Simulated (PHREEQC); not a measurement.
0.028 g of hydrous ferric oxide (600 m²/g; 0.2 weak and 0.005 strong sites per Fe, Dzombak-Morel constants, diffuse double layer) in 1 kg of water with 0.3 mol/kgw of an inert sodium salt and 5.4e-06 mol/kgw NaF and 2.2e-05 mol/kgw ZnCl2, at 25 °C; the pH is set by adding NaOH or the inert anion's acid. O2 is buffered at 0.21 atm. No CO2 enters from the air. Precipitation was switched off in this run.

Base run: PHREEQC, ion-association model, wateq4f.dat. Each further column changes one thing. The table gives Zn sorbed (%).

| pH | base | no electrostatic term (-no_edl) | background salt from 0.3 to 0.03 mol/kgw | oxide from 0.028 to 0.14 g/kgw | 5.4e-05 mol/kgw CaCl2 added |
|---|---|---|---|---|---|
| 3 | 0.0 | 0.0 | 0.0 | 0.0 | 0.0 |
| 4.5 | 0.0 | 0.0 | 0.0 | 0.1 | 0.0 |
| 5.5 | 1.2 | 1.8 | 1.2 | 5.6 | 1.2 |
| 7 | 21.3 | 40.3 | 22.9 | 66.9 | 21.3 |
| 8.5 | 90.9 | 95.4 | 91.8 | 99.7 | 90.8 |
| 9.5 | 92.7 | 74.5 | 94.4 | 99.8 | 90.3 |
| 11 | 62.4 | 3.9 | 83.5 | 97.5 | 14.9 |

In at least one series the solution becomes supersaturated in solids that the run did not let form, among them Zincite(c). The oxide is taken as insoluble; below pH 4 it would dissolve.
